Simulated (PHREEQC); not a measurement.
A PHREEQC speciation (ion-association model, phreeqc.dat) at 25 °C gives pH 5.52 and these molalities:

```tsv
species	mol/kgw
Zn+2	0.0689
ZnSO4	0.0516
SO4-2	0.0493
Zn(SO4)2-2	0.0195
```

### Question
What are the element totals, and what could have been dissolved in 1 kg of water to give them?

### Answer
This is not unique; one that fits is totals S(6) 0.140, Zn 0.140 mol/kgw, from 140 mmol/kgw ZnSO4.

Precipitation was switched off in this run.
